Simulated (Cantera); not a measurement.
A perfectly stirred reactor is fed with 1.47 % CH2O, 0.216 % O2, 98.3 % N2, at 100000 Pa; it is held at 1025 K, and followed from long to short residence time.

Detailed kinetics in Cantera: GRI-Mech 3.0 (53 species, 325 reactions).

x: mole fraction; the columns are a selection and need not sum to one.

```tsv
τ (s)	x CH2O	x O2	x OH	x C2H4	x CH2CO
9.6	2.63e-6	2.78e-5	5.44e-9	6.64e-10	8.36e-10
3.1	___	___	___	7.79e-10	___
1.0	0.000351	0.000519	9.28e-9	<1e-12	1.18e-9
0.33	0.000779	0.000593	2.22e-8	<1e-12	2.76e-9
0.11	___	___	___	<1e-12	___
0.035	0.00298	0.000748	9.39e-8	<1e-12	1.02e-8
0.012	0.00576	0.000911	1.29e-7	<1e-12	9.82e-9
0.0038	0.0113	0.00144	8.36e-8	<1e-12	1.22e-9
```

Complete the blanks.


- 3.1, x CH2O: 5.47e-6
- 3.1, x O2: 5.51e-5
- 3.1, x OH: 1.15e-8
- 3.1, x CH2CO: 1.84e-9
- 0.11, x CH2O: 0.00151
- 0.11, x O2: 0.000658
- 0.11, x OH: 4.89e-8
- 0.11, x CH2CO: 5.88e-9
